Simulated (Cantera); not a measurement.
**Thermodynamics of silicon oxide and oxynitride deposition, feed TEOS + H₂O**

A closed system holds: 1 mol TEOS, 7.4 mol H₂O, at 400 °C and 12.0 mbar.

These are equilibrium values from Cantera (NASA tables, ideal gas, pure condensed phases), not measurements of a reactor. Candidate condensed phases: C, C₆H₆, C₇H₈, C₈H₁₈, H₂O, Si, SiC, SiO₂; 123 gas species. The feed counts by its element totals alone. The numbers say what is thermodynamically allowed, not how fast it happens.

```
Property                              Value
--------------------------------  ---------
x(H₂)                                 0.575
x(H₂O)                                0.211
x(CO₂)                                0.126
x(CH₄)                               0.0606
x(CO)                                0.0281
n(C(graphite))                     3.89 mol
n(SiO₂(α-quartz))                  1.00 mol
gas amount                        19.19 mol
log10 activity of Si(s) (absent)     -27.67
```
